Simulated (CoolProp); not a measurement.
A closed Brayton cycle with nitrogen: compressor inlet 316.15 K and 3.5 MPa, high pressure 6.74 MPa, turbine inlet 700 K, compressor efficiency 0.89, turbine efficiency 0.9, recuperator effectiveness 0.95 (on enthalpy, no pinch check). Each further row changes one setting.

The numbers come from the reference Helmholtz-energy equation of state, Span 2000 in CoolProp.

```tsv
case	thermal efficiency (%)	net work (kJ/kg)	compressor to turbine work	compressor exit (K)	turbine exit (K)
as stated	29.3	37.7	0.67	390.2	596.3
turbine inlet 650 K	24.9	___	0.72	390.2	552.7
compressor inlet 326.15 K	27.5	35.2	___	402.4	596.3
high pressure 5.73 MPa	30.5	31.6	___	370.5	___
recuperator effectiveness 0.5	___	37.7	0.67	390.2	596.3
```

Task: Complete the blanks.

Result: 
- turbine inlet 650 K, net work (kJ/kg): 29.5
- compressor inlet 326.15 K, compressor to turbine work: 0.69
- high pressure 5.73 MPa, compressor to turbine work: 0.64
- high pressure 5.73 MPa, turbine exit (K): 620.5
- recuperator effectiveness 0.5, thermal efficiency (%): 16.5
